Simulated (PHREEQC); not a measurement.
Make-up at 25 °C: 4.1 mmol/kgw Na2SeO4, 0.38 mmol/kgw H2SO4 and 3.7 mmol/kgw CaCl2. Closed to the air; pH follows from the charge balance.

The numbers come from PHREEQC with the ion-association model, wateq4f.dat.

No solid was allowed to form.

### Question
What pH does the model give?

### Answer
pH 3.22.

### Question
In which forms is Ca present?

### Answer
Ca+2 98 %, CaSO4 1.8 % of the Ca.
